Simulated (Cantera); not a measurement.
Cantera run:

```python
import numpy as np
import cantera as ct

gas_names = """
    O3 N NO2
""".split()
cond_names = """
    V2O5(s) V2O5(L) V2O4(I) V2O4(II) V2O4(L) V2O3(s) V2O3(L) V(cr) V(L)
""".split()


# ... load() reads the species with a 1 bar reference pressure and builds the phases ...
species = {s.name: s for s in load("nasa_gas.yaml", gas_names) + load("nasa_condensed.yaml", cond_names)}
# Each term lists the table entries of one substance; the one whose range holds T is used.
reactions = {
    '3 V2O5 = 3 V2O4 + O3(g)':
        [(-3, ['V2O5(s)', 'V2O5(L)']), (3, ['V2O4(I)', 'V2O4(II)', 'V2O4(L)']), (1, ['O3'])],
    '2 V2O3 + 3 N(g) = 4 V + 3 NO2(g)':
        [(-2, ['V2O3(s)', 'V2O3(L)']), (-3, ['N']), (4, ['V(cr)', 'V(L)']), (3, ['NO2'])],
}


def pick(names, T):
    return next(species[n] for n in names if species[n].thermo.min_temp <= T <= species[n].thermo.max_temp)


results = []
for label, terms in reactions.items():
    print(label)
    print("     T/K   dH/kJ  dS/(J/K)   dG/kJ   log10 K")
    for T in [1773, 1923, 2073, 2223, 2373, 2523]:
        used = [(nu, pick(names, T)) for nu, names in terms]
        dH = sum(nu * s.thermo.h(T) for nu, s in used) / 1e6
        dS = sum(nu * s.thermo.s(T) for nu, s in used) / 1e3
        dG = dH - T * dS / 1e3
        logK = -dG * 1e6 / (ct.gas_constant * T * np.log(10))
        results.append((label, T, dH, dS, dG, logK, [s.name for _, s in used]))
        print(f"{T:8g} {dH:8.1f} {dS:8.1f} {dG:8.1f} {logK:8.2f}")
```

It prints:

```
3 V2O5 = 3 V2O4 + O3(g)
     T/K   dH/kJ  dS/(J/K)   dG/kJ   log10 K
    1773    332.2     15.2    305.2    -8.99
    1923    683.4    208.3    282.8    -7.68
    2073    703.8    218.5    250.8    -6.32
    2223    724.8    228.3    217.3    -5.11
    2373    746.4    237.7    182.3    -4.01
    2523    768.4    246.7    146.0    -3.02
2 V2O3 + 3 N(g) = 4 V + 3 NO2(g)
     T/K   dH/kJ  dS/(J/K)   dG/kJ   log10 K
    1773   1029.6     65.3    913.9   -26.92
    1923   1020.3     60.2    904.5   -24.57
    2073   1010.8     55.5    895.8   -22.57
    2223   1093.2     93.0    886.4   -20.83
    2373    851.7    -10.3    876.0   -19.28
    2523    849.8    -11.0    877.6   -18.17
```

Standard-state values (1 bar) from the NASA 1993 polynomials, evaluated with Cantera. Condensed species are held in their standard states even where they would react or evaporate.
